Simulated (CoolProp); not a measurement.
R507A along the isobar 4.13 MPa: Z from the reference equation and from simpler models built on Tc = 343.8 K, pc = 3.705 MPa, ω = 0.286; each cubic takes its own stable root.

The numbers come from the reference Helmholtz-energy equation of state, Lemmon 2003 in CoolProp. It is a pseudo-pure fit of the blend.

```tsv
T (K)	phase	reference
228.3	liquid	0.1626
239.6	liquid	0.1591
251	liquid	0.1562
262.3	liquid	0.1541
273.6	liquid	0.1527
285	liquid	0.1521
296.3	liquid	0.1526
307.6	liquid	0.1544
319	liquid	0.1583
330.3	liquid	0.1662
353	supercritical	0.4301
364.3	supercritical	0.5680
375.7	supercritical	0.6424
```

Task: How far does each simpler model (van der Waals, Soave-Redlich-Kwong, Peng-Robinson) lie from the reference over these 13 states: mean and median of the absolute difference, and the worst?

Result: 
- van der Waals: mean 52.9 %, median 66.8 %, worst +70.3 % at 228.3 K and 4.13 MPa
- Soave-Redlich-Kwong: mean 14.2 %, median 14.5 %, worst +24.1 % at 330.3 K and 4.13 MPa
- Peng-Robinson: mean 2.9 %, median 1.6 %, worst +10.8 % at 330.3 K and 4.13 MPa
